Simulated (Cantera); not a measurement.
A perfectly stirred reactor is fed with CH4 : O2 : N2 = 1 : 3.28 : 12.3 (molar parts), at 760 Torr; it is adiabatic with a 748 K inlet, and is followed from long to short residence time, starting on the burning branch (τ in s: 0.41, 0.14, 0.05, 0.018, 0.0062, 0.0022, 0.00076, 0.00027, 9.3e-05).

Model: GRI-Mech 3.0 (53 species, 325 reactions), integrated in Cantera.

What does this change do: inlet temperature 748 to 300 K?


```csv
quantity,before,after
"blow-out, bracketed by the residence times tried","burning at 93.0 µs, the shortest tried","burning at 0.760 ms, out at 0.270 ms"
x(CH4) at τ = 0.410 s,1.20e-6,6.13e-6
x(O2) at τ = 0.410 s,0.0764,0.0771
x(CH2CO) at τ = 0.410 s,1.45e-11,5.03e-10
x(H) at τ = 0.410 s,3.00e-5,3.76e-6
x(H2O) at τ = 0.410 s,0.119,0.120
x(CH4) at τ = 6.20 ms,3.06e-5,9.17e-5
x(O2) at τ = 6.20 ms,0.0770,0.0778
x(CH2CO) at τ = 6.20 ms,3.29e-9,2.27e-8
x(H) at τ = 6.20 ms,0.000323,0.000187
x(H2O) at τ = 6.20 ms,0.117,0.118
```

What does this change do: N2 12.3 to 18 parts?


```csv
quantity,before,after
"blow-out, bracketed by the residence times tried","burning at 93.0 µs, the shortest tried","burning at 0.270 ms, out at 93.0 µs"
x(CH4) at τ = 0.410 s,1.20e-6,3.99e-6
x(O2) at τ = 0.410 s,0.0764,0.0573
x(CH2CO) at τ = 0.410 s,1.45e-11,1.90e-10
x(H) at τ = 0.410 s,3.00e-5,5.37e-6
x(H2O) at τ = 0.410 s,0.119,0.0894
x(CH4) at τ = 6.20 ms,3.06e-5,5.82e-5
x(O2) at τ = 6.20 ms,0.0770,0.0579
x(CH2CO) at τ = 6.20 ms,3.29e-9,1.04e-8
x(H) at τ = 6.20 ms,0.000323,0.000248
x(H2O) at τ = 6.20 ms,0.117,0.0877
```
